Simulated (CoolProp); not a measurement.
Vapour-liquid equilibrium of benzene (1) + n-octane (2) at 475 kPa; x and y are mole fractions of (1).

The numbers come from the multi-fluid Helmholtz-energy mixture model, Thol 2012 and Beckmüller 2019; pair parameters Bell 2016 in CoolProp.

Q: Give the bubble temperature and the first vapour's composition at x = 0.05, 0.15, 0.55. Is there an azeotrope?

A: x = 0.05: 461.0 K, y = 0.114; x = 0.15: 452.8 K, y = 0.311; x = 0.55: 428.8 K, y = 0.762. No azeotrope shows between x = 0.05 and 0.95.

Pair parameters are fitted to limited data, so mixtures are less certain than the pure fluids.
